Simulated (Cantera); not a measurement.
Mixture: 10.4 % CH₄, 0.477 % C₂H₆, 0.726 % C₃H₈, 18.6 % O₂, 69.9 % N₂, equivalence ratio 1.4, at 1.28 atm, adiabatic and at constant pressure. Ignition delay is the time to a rise of 400 K.

Cantera simulation using GRI-Mech 3.0 (53 species, 325 reactions); the numbers are that mechanism's predictions, not measurements.

Task: Predict: delay at 1100 K; delay at 1200 K; delay at 1300 K; delay at 1400 K; apparent activation energy between 1350 and 1450 K.

Result: 
| Item | Result |
|---|---|
| delay at 1100 K | 44.9 ms |
| delay at 1200 K | 8.94 ms |
| delay at 1300 K | 1.98 ms |
| delay at 1400 K | 0.542 ms |
| apparent activation energy between 1350 and 1450 K | 190 kJ/mol |
